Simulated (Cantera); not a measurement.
Charge: 1 mol Si, 0.025 mol CO2, 51 mol N2, equilibrated at 1623 K and 0.00210 bar.

Cantera equilibrium calculation (NASA polynomials, part measured and part estimated; ideal gas, pure solids and liquids). Candidate condensed phases: C, Si, SiC, SiO2, Si2N2O, Si3N4; 34 gas species. Mutual solubility and eutectic melting of coexisting phases are not modelled. The numbers say what is thermodynamically allowed, not how fast it happens.

Base state: N2 0.999, SiO 0.000748, CO 0.000244, Si 2.64e-5 (mole fractions); condensed: SiC(s) + Si3N4(s).

Problem. What changes in the equilibrium state with this change: temperature from 1623 K to 1950 K?

Solution. 
```json
[
 {"species": "N2", "before": "0.999", "after": "0.987"},
 {"species": "Si", "before": "2.64e-5", "after": "0.0113"},
 {"species": "SiO", "before": "0.000748", "after": "0.000775"},
 {"species": "Si2C", "before": "9.78e-8", "after": "0.000250"},
 {"species": "Si3", "before": "2.16e-9", "after": "2.28e-5"},
 {"species": "Si2", "before": "2.68e-8", "after": "0.000104"},
 {"species": "Si2N", "before": "5.81e-7", "after": "0.000209"},
 {"species": "SiC(s), mol", "before": "0.0127", "after": "0.00202"},
 {"species": "Si3N4(s), mol", "before": "0.316", "after": "0"},
 {"species": "Si(l), mol", "before": "0", "after": "0.302"}
]
```
The tables' values for SiN are old estimates; treat these amounts as uncertain.
